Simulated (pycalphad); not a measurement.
Phase fractions of Si-10.6C (wt.%)

CALPHAD calculation (pycalphad, COST 507 light-alloy database (1999)), 1 atm. No gas phase is included, though pure Si would boil below 3300 K. The data set is of 1999 and partly superseded. Amounts are mole fractions of atoms. Diffusion is slow at the low end, where real alloys seldom reach equilibrium.

```tsv
T (K)	liquid	graphite	CSI	diamond (Si)
3300	1.000	-	-	-
3150	0.967	0.033	-	-
3000	0.736	-	0.264	-
2850	0.645	-	0.355	-
2700	0.604	-	0.396	-
2550	0.584	-	0.416	-
2400	0.574	-	0.426	-
2250	0.569	-	0.431	-
2100	0.567	-	0.433	-
1950	0.566	-	0.434	-
1800	0.566	-	0.434	-
1650	-	-	0.434	0.566
1500	-	-	0.434	0.566
1350	-	-	0.434	0.566
1200	-	-	0.434	0.566
1050	-	-	0.434	0.566
900	-	-	0.434	0.566
750	-	-	0.434	0.566
600	-	-	0.434	0.566
```

Database names, with the compositions (at.%) that they take in these runs: CSI: Si 50 C 50.
